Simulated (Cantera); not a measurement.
An isothermal, constant-pressure homogeneous reactor starts with H₂ : O₂ : N₂ = 0.0097 : 1 : 0.25 (molar parts), at 1350 K and 220 Pa. Integrator tolerance rtol = 1e-08.

Detailed kinetics in Cantera: the H2/O2 subset of GRI-Mech 3.0, which has no nitrogen chemistry. Radical loss at walls, strong at low pressure, is not modelled.

### Question
What does this change do: H2 0.0097 to 0.0039 parts?

### Answer
| quantity | before | after |
|---|---|---|
| x(H₂) at 2.00 s | 2.68e-5 (gas-phase equilibrium 3.79e-8) | 4.81e-6 (gas-phase equilibrium 1.52e-8) |
| x(O₂) at 2.00 s | 0.787 (gas-phase equilibrium 0.793) | 0.795 (gas-phase equilibrium 0.797) |
| x(H₂O₂) at 2.00 s | 1.53e-9 (gas-phase equilibrium 2.56e-11) | 5.69e-10 (gas-phase equilibrium 1.03e-11) |
| x(H) at 2.00 s | 0.000200 (gas-phase equilibrium 9.96e-9) | 3.78e-5 (gas-phase equilibrium 6.31e-9) |
| x(H₂O) at 2.00 s | 0.00714 (gas-phase equilibrium 0.00771) | 0.00290 (gas-phase equilibrium 0.00310) |
| x(HO₂) at 2.00 s | 6.13e-8 (gas-phase equilibrium 9.63e-9) | 2.67e-8 (gas-phase equilibrium 6.14e-9) |

### Question
What does this change do: pressure from 220 Pa to 1330 Pa?

### Answer
```csv
quantity,before,after
x(H₂) at 2.00 s,2.68e-5 (gas-phase equilibrium 3.79e-8),2.93e-6 (gas-phase equilibrium 1.54e-8)
x(O₂) at 2.00 s,0.787 (gas-phase equilibrium 0.793),0.792 (gas-phase equilibrium 0.793)
x(H₂O₂) at 2.00 s,1.53e-9 (gas-phase equilibrium 2.56e-11),3.46e-9 (gas-phase equilibrium 6.30e-11)
x(H) at 2.00 s,0.000200 (gas-phase equilibrium 9.96e-9),6.79e-6 (gas-phase equilibrium 2.58e-9)
x(H₂O) at 2.00 s,0.00714 (gas-phase equilibrium 0.00771),0.00758 (gas-phase equilibrium 0.00772)
x(HO₂) at 2.00 s,6.13e-8 (gas-phase equilibrium 9.63e-9),1.03e-7 (gas-phase equilibrium 1.51e-8)
```
